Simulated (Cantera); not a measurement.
Input (Python, Cantera):

```python
import numpy as np
import cantera as ct

gas = ct.Solution("gri30.yaml")
gas.TP = 300, 101325
flame = ct.CounterflowDiffusionFlame(gas, width=0.02)
flame.fuel_inlet.X, flame.fuel_inlet.T = {'CH4': 1}, 500
flame.oxidizer_inlet.X, flame.oxidizer_inlet.T = {'O2': 0.26, 'N2': 0.74}, 523
flame.set_refine_criteria(ratio=3, slope=0.12, curve=0.24, prune=0.03)
show = ['OH', 'H', 'NO', 'CO', 'C2H2']

rows = []
print(f"{'mdot':>8s}{'a_max':>10s}{'a_mean':>10s}{'Tmax/K':>9s}" + "".join(f"{s:>11s}" for s in show) + "   (peak mole fractions)")
for i, mdot in enumerate([0.25, 0.41, 0.67, 1.1, 1.8, 2.9, 4.7]):  # kg/m2/s on the oxidiser side
    flame.oxidizer_inlet.mdot, flame.fuel_inlet.mdot = mdot, 0.71 * mdot
    flame.solve(loglevel=0, auto=(i == 0))
    if flame.T.max() < max(500, 523) + 100:
        print(f"{mdot:8.3g}  no burning solution found from the previous one")
        break
    dT = np.abs(np.gradient(flame.T, flame.grid))
    rows.append([flame.strain_rate("max"), flame.strain_rate("mean"), flame.T.max(),
                 *(flame.X[gas.species_index(s)].max() for s in show), max(dT[0], dT[-1]) / dT.max()])
    print(f"{mdot:8.3g}{rows[-1][0]:10.1f}{rows[-1][1]:10.1f}{rows[-1][2]:9.1f}" + "".join(f"{x:11.3e}" for x in rows[-1][3:-1]))
```

It prints:

```
    mdot     a_max    a_mean   Tmax/K         OH          H         NO         CO       C2H2   (peak mole fractions)
    0.25     209.7      41.2   2330.6  1.380e-02  6.225e-03  5.351e-04  8.575e-02  2.118e-02
    0.41     322.6      67.5   2301.0  1.376e-02  6.640e-03  4.583e-04  8.285e-02  2.003e-02
    0.67     498.6     110.3   2278.7  1.365e-02  7.042e-03  3.978e-04  8.035e-02  1.886e-02
     1.1     779.9     181.1   2259.9  1.353e-02  7.475e-03  3.410e-04  7.837e-02  1.769e-02
     1.8    1218.4     296.4   2235.7  1.313e-02  7.783e-03  2.774e-04  7.652e-02  1.624e-02
     2.9    1885.3     477.5   2205.9  1.249e-02  7.915e-03  2.109e-04  7.499e-02  1.453e-02
     4.7    2945.4     773.9   2168.0  1.155e-02  7.812e-03  1.427e-04  7.402e-02  1.228e-02
```

Cantera simulation using GRI-Mech 3.0 (53 species, 325 reactions); the numbers are that mechanism's predictions, not measurements. GRI-Mech 3.0 has no aromatics or soot, which form on the fuel side of real flames. The maximum strain rate includes the flame's own expansion and is several times the mean.
